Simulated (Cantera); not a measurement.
Input: 1 mol SiCl4, 4.8 mol H2, 0.00085 mol HF, equilibrated at 7.00 bar.

Equilibrium computed with Cantera from the NASA thermochemical tables; the gas is ideal and each condensed phase is pure. Candidate condensed phases: Si; 37 gas species. The numbers say what is thermodynamically allowed, not how fast it happens.

Task: At 550 K, list the 5 most abundant gas species with their mole fractions, and the condensed phases.

Result: H2 0.827, SiCl4 0.171, HCl 0.00111, SiHCl3 0.000965, SiF4 3.65e-5. Condensed: gas only.
